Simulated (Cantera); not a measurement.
A closed system holds: 1 mol Al, 0.088 mol HCl, 0.061 mol O2, held at 1025 °C and 10.0 Torr.

Cantera equilibrium calculation (NASA polynomials, part measured and part estimated; ideal gas, pure solids and liquids). Candidate condensed phases: Al, AlCl3, Al2O3, H2O; 29 gas species. Mutual solubility and eutectic melting of coexisting phases are not modelled. The tables' values for AlCl2 are old estimates; treat these amounts as uncertain. Kinetics and transport are ignored.

Base state: AlCl 0.635, H2 0.343, AlCl2 0.0152, AlCl3 0.00686, HCl 0.000389, Al 2.09e-5 (mole fractions); condensed: Al(l) + Al2O3(s).

### Question
What changes in the equilibrium state with this change: temperature from 1025 °C to 752 °C?

### Answer
| species | before | after |
|---|---|---|
| H2 | 0.343 | 0.558 |
| AlCl3 | 0.00686 | 0.328 |
| AlCl | 0.635 | 0.0969 |
| AlCl2 | 0.0152 | 0.0169 |
| Al2Cl6 | 2.77e-9 | 0.000102 |
| Al | 2.09e-5 | 9.52e-9 |
| HCl | 0.000389 | 0.000135 |
| Al(l), mol | 0.834 | 0.884 |
| Al2O3(s), mol | 0.0407 | 0.0407 |

### Question
What changes in the equilibrium state with this change: pressure from 10.0 Torr to 7.50 Torr?

### Answer
| species | before | after |
|---|---|---|
| AlCl | 0.635 | 0.644 |
| H2 | 0.343 | 0.340 |
| AlCl2 | 0.0152 | 0.0118 |
| AlCl3 | 0.00686 | 0.00403 |
| Al | 2.09e-5 | 2.79e-5 |
| HCl | 0.000389 | 0.000340 |
| Al(l), mol | 0.834 | 0.833 |
| Al2O3(s), mol | 0.0407 | 0.0407 |

### Question
What changes in the equilibrium state with this change: temperature from 1025 °C to 1500 °C?

### Answer
```json
[
 {"species": "AlCl", "before": "0.635", "after": "0.590"},
 {"species": "H2", "before": "0.343", "after": "0.294"},
 {"species": "Al2O", "before": "6.30e-6", "after": "0.0687"},
 {"species": "Al", "before": "2.09e-5", "after": "0.0436"},
 {"species": "AlCl2", "before": "0.0152", "after": "0.000305"},
 {"species": "Al2", "before": "<1e-9", "after": "2.94e-5"},
 {"species": "AlCl3", "before": "0.00686", "after": "5.19e-7"},
 {"species": "AlOH", "before": "1.71e-9", "after": "1.02e-5"},
 {"species": "AlH", "before": "4.24e-6", "after": "0.00134"},
 {"species": "H", "before": "5.43e-6", "after": "0.00134"},
 {"species": "Al(l), mol", "before": "0.834", "after": "0.810"},
 {"species": "Al2O3(s), mol", "before": "0.0407", "after": "0.0373"}
]
```
The tables' values for AlCl2, AlOH are old estimates; treat these amounts as uncertain.
